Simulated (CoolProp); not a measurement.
Normal hydrogen at 298.15 K and 0.717 MPa is throttled through a valve to 0.213 MPa with no heat exchange. Each further row changes one setting.

Computed with CoolProp (reference Helmholtz-energy equation of state, Leachman 2009).

```
case                        temperature change (K)  final density (kg/m³)
--------------------------  ----------------------  ---------------------
as stated                                     +0.2                    [?]
outlet pressure 0.0639 MPa                    +0.2                    [?]
outlet pressure 0.277 MPa                      [?]                  0.225
```

Q: What belongs in the gaps?

A: 
- as stated, final density (kg/m³): 0.173
- outlet pressure 0.0639 MPa, final density (kg/m³): 0.0519
- outlet pressure 0.277 MPa, temperature change (K): +0.1
